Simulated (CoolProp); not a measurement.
A simple Rankine cycle with R236EA: condensing at 307.15 K, boiler at 2 MPa, turbine inlet 411 K, turbine efficiency 0.6, pump efficiency 0.8, no recuperator. Each further row changes one setting.

Computed with CoolProp (reference Helmholtz-energy equation of state, Rui 2013).

| case | thermal efficiency (%) | net work (kJ/kg) | heat in (kJ/kg) | turbine exit temperature (K) | volume ratio over the turbine |
|---|---|---|---|---|---|
| as stated | 8.7 | 20.0 | 231 | 370.7 | 8.20 |
| condensing temperature 299.15 K | … | 23.0 | 241 | 366.8 | 10.7 |
| boiler pressure 1.4 MPa | … | 17.7 | 239 | … | 5.33 |
| turbine efficiency 0.5 | 7.1 | 16.4 | 231 | … | 8.30 |

Question: What belongs in the gaps?

Answer: 
- condensing temperature 299.15 K, thermal efficiency (%): 9.5
- boiler pressure 1.4 MPa, thermal efficiency (%): 7.4
- boiler pressure 1.4 MPa, turbine exit temperature (K): 381.3
- turbine efficiency 0.5, turbine exit temperature (K): 374.3
